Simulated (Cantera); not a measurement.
An adiabatic, constant-volume homogeneous reactor starts with H2 : O2 : N2 = 1 : 0.746 : 2.81 (molar parts), at 1275 K and 0.880 bar.

Detailed kinetics in Cantera: the H2/O2 subset of GRI-Mech 3.0, which has no nitrogen chemistry.

Q: Predict: time of steepest temperature rise; temperature at 3.00 s; equilibrium temperature; x(H2) at 3.00 s; x(O2) at 3.00 s; x(HO2) at 3.00 s; x(O) at 3.00 s; x(H) at 3.00 s.

A: 
```
Property                                                            Result
---------------------------------  ---------------------------------------
time of steepest temperature rise                                  35.3 µs
temperature at 3.00 s                                               2783 K
equilibrium temperature                                             2783 K
x(H2) at 3.00 s                      0.0137 (gas-phase equilibrium 0.0137)
x(O2) at 3.00 s                      0.0560 (gas-phase equilibrium 0.0560)
x(HO2) at 3.00 s                   1.71e-5 (gas-phase equilibrium 1.71e-5)
x(O) at 3.00 s                     0.00913 (gas-phase equilibrium 0.00913)
x(H) at 3.00 s                     0.00686 (gas-phase equilibrium 0.00686)
```
